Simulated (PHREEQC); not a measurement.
Synthetic water in mmol/kgw, 45 °C, pH 1.83, pe 11.3: Na 12.3; K 0.0237; Ca 1.58; Mg 1.12; Cl 6.35; S(6) 23; Cu(2) 0.431; O(0) (counted as O atoms) 0.381; Al 2.19; Pb 0.0364.

Valence states are taken as typed.

Model: ion-association model, phreeqc.dat, run in PHREEQC.

| quantity | before | after |
|---|---|---|
| ionic strength (mol/kgw) | 0.0474 | 0.0426 |
| HSO4- (mol/kgw) | 0.0110 | 0.0153 |
| SO4-2 (mol/kgw) | 0.00859 | 0.00473 |
| Ca+2 (mol/kgw) | 0.00110 | 0.00120 |
| Mg+2 (mol/kgw) | 0.000657 | 0.000639 |
| Al+3 (mol/kgw) | 0.000355 | 0.000472 |
| SI of Anglesite (PbSO4) | +0.15 | -0.20 |
| SI of Gypsum (CaSO4:2H2O) | -1.09 | -1.20 |

What was changed between the two runs?
(A) S(6) from 23 to 11.5 mmol/kgw
(B) all concentrations times 4 at the same typed pH
(C) temperature from 45 to 80 °C at the same typed pH

C, temperature from 45 to 80 °C at the same typed pH

No solid was allowed to form. Some of these states are supersaturated (in Anglesite, for instance). Away from 25 °C the constants follow the database's enthalpies or fits; those with neither stay at their 25 °C values.
